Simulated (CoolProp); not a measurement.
500 sccm (0 °C, 1 atm) of nitrogen bubbles through liquid 1,2-dichloroethane at 335.7 K and leaves saturated at a total pressure of 0.15 MPa (ideal gas phase). Each further row changes one setting.

Values from CoolProp's reference Helmholtz-energy equation of state, Thol 2015.

```
case                      vapour pressure (kPa)  mole fraction of vapour  delivery (mg/min)  delivery (sccm)  change of delivery for a bath 1 K warmer (%)
------------------------  ---------------------  -----------------------  -----------------  ---------------  --------------------------------------------
as stated                                  50.1                    0.334               1110              250                                           5.6
bath temperature 340.7 K                   59.8                    0.399               1460              331                                           6.0
total pressure 0.3 MPa                     50.1                    0.167                442              100                                           4.4
```
